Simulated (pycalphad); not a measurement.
Li-Mg solution, phase HCP_A3, at 400 K; mixing quantities and activities refer to the pure elements in the same phase at that temperature, stable or not. Over part of the range this solution is metastable.

CALPHAD calculation (pycalphad, COST 507 light-alloy database (1999)), 1 atm. The database dates from 1999; later assessments differ in places, in temperatures and in the compounds included. Li is not stable in this structure, so the reference rests on SGTE lattice stabilities.

The enthalpy of mixing at x = 0.5 is -1.71 kJ/mol.

Task: Take a regular solution with Ω = 4 ΔH(0.5). How do its activities of Mg, and those of an ideal solution, compare with the assessed ones?

Result: Ω = -6.9 kJ/mol, a = x exp[Ω(1 − x)²/RT].

```
x(Mg)  ideal  regular  assessed  assessed / regular
-----  -----  -------  --------  ------------------
0.02    0.02  0.00276    0.0212                 7.7
0.05    0.05  0.00778    0.0367                 4.7
0.1      0.1   0.0188    0.0461                 2.5
0.2      0.2   0.0535    0.0569                 1.1
0.3      0.3    0.109    0.0804                0.74
0.4      0.4    0.190     0.130                0.68
0.5      0.5    0.299     0.221                0.74
0.6      0.6    0.431     0.364                0.84
0.7      0.7    0.581     0.550                0.95
0.8      0.8    0.737     0.740                 1.0
0.9      0.9    0.882     0.891                 1.0
0.95    0.95    0.945     0.949                 1.0
0.98    0.98    0.979     0.980                 1.0
```
The regular model is symmetric and has no excess entropy; the assessment has an excess entropy of 0.0 J/(mol K) at x = 0.5, and ΔH = -0.48 at x = 0.2 against -1.25 kJ/mol at 0.8.

HCP_A3 is hcp.
